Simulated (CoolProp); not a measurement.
Model: reference Helmholtz-energy equation of state, Akasaka 2019, in CoolProp.

For R1234ze(Z), give the phase and the density (kg/m³), cp (kJ/(kg K)), isothermal compressibility (1/MPa), fugacity coefficient at 166.85 °C and 3880 kPa; 166.85 °C and 4940 kPa.


- 166.85 °C and 3880 kPa: supercritical; density 240, cp 2.29, isothermal compressibility 0.688, fugacity coefficient 0.663
- 166.85 °C and 4940 kPa: supercritical; density 552, cp 3.69, isothermal compressibility 0.420, fugacity coefficient 0.571
